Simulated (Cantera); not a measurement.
A freely propagating, adiabatic, planar premixed flame of H2 : O2 : N2 = 1 : 0.641 : 2.41 (molar parts), equivalence ratio 0.78, unburnt at 325 K and 82.5 Torr; mixture-averaged transport, grid criteria slope 0.08 and curve 0.16, no radiation.

Model: the H2/O2 subset of GRI-Mech 3.0, which has no nitrogen chemistry, integrated in Cantera. Burning velocities carry a grid error of a few per cent, more on coarse grids.

Question: How do the results move with these cheaper or finer settings: unity-Lewis-number transport; multicomponent transport; multicomponent+Soret transport; grid criteria slope 0.5, curve 1; grid criteria slope 0.25, curve 0.5; grid criteria slope 0.03, curve 0.06?

Answer: 
```
setting                               laminar burning velocity  thermal thickness  peak x(HO2)  peak x(O)  grid points
------------------------------------  ------------------------  -----------------  -----------  ---------  -----------
as above                                              174 cm/s            6.50 mm     0.000115     0.0133          125
unity-Lewis-number transport                          116 cm/s            4.76 mm      8.63e-5     0.0142          115
multicomponent transport                              171 cm/s            6.46 mm     0.000116     0.0133          125
multicomponent+Soret transport                        158 cm/s            6.31 mm     0.000114     0.0130          126
grid criteria slope 0.5, curve 1                      194 cm/s            7.83 mm     0.000108     0.0137           39
grid criteria slope 0.25, curve 0.5                   179 cm/s            6.96 mm     0.000112     0.0132           63
grid criteria slope 0.03, curve 0.06                  173 cm/s            6.39 mm     0.000116     0.0133          280
```
Unity Lewis numbers drop preferential diffusion, which matters most where H2 and H carry the flame; Soret adds thermal diffusion.
